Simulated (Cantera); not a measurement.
A perfectly stirred reactor is fed with NO : N2 = 1 : 0.69 (molar parts), at 0.0180 bar; it is held at 1823 K, and followed from long to short residence time.

Cantera simulation using GRI-Mech 3.0 (53 species, 325 reactions); the numbers are that mechanism's predictions, not measurements. Radical loss at walls, strong at low pressure, is not modelled.

Question: What does this change do: NO 1 to 0.16 parts?

Answer: 
| quantity | before | after |
|---|---|---|
| x(NO) at τ = 7.80 s | 0.550 | 0.183 |
| x(O) at τ = 7.80 s | 0.000215 | 8.87e-5 |
| x(NO2) at τ = 7.80 s | 5.32e-5 | 7.58e-6 |
| x(N2O) at τ = 7.80 s | 1.00e-4 | 1.25e-5 |
| x(N2) at τ = 7.80 s | 0.429 | 0.814 |
| x(NO) at τ = 0.110 s | 0.591 | 0.188 |
| x(O) at τ = 0.110 s | 9.39e-5 | 2.36e-5 |
| x(NO2) at τ = 0.110 s | 1.83e-5 | 2.06e-6 |
| x(N2O) at τ = 0.110 s | 7.87e-5 | 8.34e-6 |
| x(N2) at τ = 0.110 s | 0.408 | 0.812 |

Question: What does this change do: pressure from 0.0180 bar to 0.0133 bar?

Answer: 
```csv
quantity,before,after
x(NO) at τ = 7.80 s,0.550,0.559
x(O) at τ = 7.80 s,0.000215,0.000238
x(NO2) at τ = 7.80 s,5.32e-5,4.08e-5
x(N2O) at τ = 7.80 s,1.00e-4,0.000101
x(N2) at τ = 7.80 s,0.429,0.425
x(NO) at τ = 0.110 s,0.591,0.591
x(O) at τ = 0.110 s,9.39e-5,9.53e-5
x(NO2) at τ = 0.110 s,1.83e-5,1.33e-5
x(N2O) at τ = 0.110 s,7.87e-5,6.90e-5
x(N2) at τ = 0.110 s,0.408,0.408
```

Question: What does this change do: temperature 1823 to 1875 K?

Answer: 
| quantity | before | after |
|---|---|---|
| x(NO) at τ = 7.80 s | 0.550 | 0.514 |
| x(O) at τ = 7.80 s | 0.000215 | 0.000423 |
| x(NO2) at τ = 7.80 s | 5.32e-5 | 6.05e-5 |
| x(N2O) at τ = 7.80 s | 1.00e-4 | 8.37e-5 |
| x(N2) at τ = 7.80 s | 0.429 | 0.447 |
| x(NO) at τ = 0.110 s | 0.591 | 0.591 |
| x(O) at τ = 0.110 s | 9.39e-5 | 0.000161 |
| x(NO2) at τ = 0.110 s | 1.83e-5 | 1.82e-5 |
| x(N2O) at τ = 0.110 s | 7.87e-5 | 9.25e-5 |
| x(N2) at τ = 0.110 s | 0.408 | 0.409 |
